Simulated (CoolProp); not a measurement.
Properties of R236EA along the isotherm 347.6 K.

Values from CoolProp's reference Helmholtz-energy equation of state, Rui 2013.

```
p (kPa)   phase  density (kg/m³)  cp (kJ/(kg K))  speed of sound (m/s)  Prandtl number
-------  ------  ---------------  --------------  --------------------  --------------
400         gas            22.88          0.9721                 132.2           0.676
800         gas            51.14           1.062                 119.6           0.718
1200     liquid             1251           1.381                 388.5            4.42
1600     liquid             1254           1.375                 394.4            4.43
2000     liquid             1258           1.369                 400.0            4.44
2400     liquid             1262           1.363                 405.5            4.45
2800     liquid             1265           1.358                 410.8            4.46
3200     liquid             1269           1.353                 415.9            4.47
3600     liquid             1272           1.348                 420.9            4.48
4000     liquid             1275           1.344                 425.8            4.50
4400     liquid             1278           1.340                 430.5            4.51
4800     liquid             1281           1.336                 435.2            4.52
5200     liquid             1284           1.332                 439.7            4.53
5600     liquid             1287           1.329                 444.1            4.55
6000     liquid             1290           1.325                 448.4            4.56
```

Viscosity comes from a separate model (Huber 2003), an estimate that may be off by 10 % or more. Thermal conductivity comes from a separate model (Huber 2003), an estimate that may be off by 10 % or more.
